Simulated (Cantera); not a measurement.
An adiabatic, constant-pressure homogeneous reactor starts with 3.65 % CH₄, 0.310 % CO, 16.9 % O₂, 63.8 % N₂, 15.3 % CO₂, at 1500 K and 7500 Torr.

Cantera simulation using GRI-Mech 3.0 (53 species, 325 reactions); the numbers are that mechanism's predictions, not measurements.

x: mole fraction; the columns are a selection and need not sum to one.

```
t (s)     T (K)   x CH₄     x CO    x O₂     x H₂O      x H
--------  -----  ------  -------  ------  --------  -------
2.00e-6    1500  0.0365  0.00310   0.169   2.05e-7  4.61e-9
5.97e-6    1500  0.0365  0.00310   0.169   1.33e-6  8.02e-9
1.78e-5    1500  0.0364  0.00310   0.169       [?]      [?]
5.32e-5    1501  0.0362  0.00311   0.169  0.000199  1.70e-7
0.000159   1554     [?]      [?]   0.161       [?]      [?]
0.000475   2210  <1e-12  0.00127  0.0947    0.0718  1.80e-5
0.00142    2209  <1e-12  0.00127  0.0947    0.0718  1.79e-5
0.00423    2209  <1e-12  0.00127  0.0946    0.0718  1.79e-5
0.0126     2208  <1e-12  0.00126  0.0942    0.0718  1.77e-5
0.0377     2204  <1e-12  0.00124  0.0934    0.0719  1.72e-5
0.113      2198  <1e-12  0.00120  0.0919    0.0719  1.64e-5
0.336      2195  <1e-12  0.00118  0.0911    0.0719  1.60e-5
1.00       2195  <1e-12  0.00118  0.0911    0.0719  1.60e-5
3.00       2195  <1e-12  0.00118  0.0911    0.0719  1.60e-5
```

Question: Fill in the missing entries.

Answer: 
- 1.78e-5, x H₂O: 1.30e-5
- 1.78e-5, x H: 2.54e-8
- 0.000159, x CH₄: 0.0274
- 0.000159, x CO: 0.00637
- 0.000159, x H₂O: 0.00931
- 0.000159, x H: 1.22e-5
